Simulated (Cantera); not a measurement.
An isothermal, constant-pressure homogeneous reactor starts with 4.99 % NO, 94.9 % N2, 0.125 % H2O, at 2175 K and 1330 Pa.

Model: GRI-Mech 3.0 (53 species, 325 reactions), integrated in Cantera. Radical loss at walls, strong at low pressure, is not modelled.

Q: Predict: x(NO) at 10.0 s; x(O) at 10.0 s; x(NO2) at 10.0 s; x(O2) at 10.0 s; x(N2O) at 10.0 s; x(N2) at 10.0 s.

A: 
```
Item                                               Result
----------------  ---------------------------------------
x(NO) at 10.0 s   0.00901 (gas-phase equilibrium 0.00423)
x(O) at 10.0 s    0.00264 (gas-phase equilibrium 0.00293)
x(NO2) at 10.0 s  4.26e-7 (gas-phase equilibrium 2.04e-7)
x(O2) at 10.0 s     0.0190 (gas-phase equilibrium 0.0213)
x(N2O) at 10.0 s  4.60e-8 (gas-phase equilibrium 3.01e-8)
x(N2) at 10.0 s       0.968 (gas-phase equilibrium 0.970)
```
